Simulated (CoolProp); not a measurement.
C2F6 (R116) along the isobar 3.63 MPa: density (kg/m³) from the reference equation and from simpler models built on Tc = 293.0 K, pc = 3.048 MPa, ω = 0.257; each cubic takes its own stable root.

Computed with CoolProp (reference Helmholtz-energy equation of state, Lemmon 2006). It is a short technical equation, of lower accuracy than the large ones.

| T (K) | phase | reference | van der Waals | Redlich-Kwong | Soave-Redlich-Kwong | Peng-Robinson |
|---|---|---|---|---|---|---|
| 230.1 | liquid | 1462 | 956.0 | 1338 | 1390 | 1572 |
| 254.1 | liquid | 1329 | 877.7 | 1191 | 1238 | 1399 |
| 278.1 | liquid | 1149 | 772.7 | 992.7 | 1024 | 1149 |
| 302.1 | supercritical | 530.1 | 564.8 | 555.9 | 492.0 | 523.9 |
| 326.1 | supercritical | 278.6 | 297.3 | 290.6 | 274.5 | 287.5 |
| 350 | supercritical | 224.4 | 239.0 | 233.9 | 221.9 | 230.6 |
| 374 | supercritical | 193.9 | 206.4 | 201.9 | 191.9 | 198.4 |
| 398 | supercritical | 173.1 | 184.0 | 180.0 | 171.4 | 176.5 |
